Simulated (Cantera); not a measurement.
Feed: 1 mol H₂S, 0.6 mol H₂O, 2.4 mol O₂, held at 1575 K and 13.3 mbar.

Cantera equilibrium calculation (NASA polynomials, part measured and part estimated; ideal gas, pure solids and liquids). Candidate condensed phases: H₂O, H₂SO₄, S; 19 gas species. Equilibrium is a limit: real reactors are often held back by kinetics, nucleation or transport.

Base state: H₂O 0.457, SO₂ 0.285, O₂ 0.257, OH 0.000963, SO₃ 0.000433, O 4.70e-5, H₂ 3.84e-5 (mole fractions); condensed: gas only.

### Question
What changes in the equilibrium state with this change: pressure from 13.3 mbar to 1.33 mbar?

### Answer
```
species    before     after
-------  --------  --------
H₂O         0.457     0.456
SO₂         0.285     0.285
O₂          0.257     0.257
OH       0.000963   0.00171
SO₃      0.000433  0.000137
H         2.23e-6   1.25e-5
SO        5.42e-6   1.72e-5
O         4.70e-5  0.000149
H₂        3.84e-5  0.000121
```
